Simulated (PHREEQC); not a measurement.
# Brine

A solution holds 0.97 mol LiCl and 0.22 mol KCl per kg of water, at 25 °C. Closed to the air; pH follows from the charge balance.

The numbers come from PHREEQC with the Pitzer model, pitzer.dat.

No solid was allowed to form.

### Question
What activity of water, osmotic coefficient does the model give?

### Answer
activity of water 0.957; osmotic coefficient 1.014.
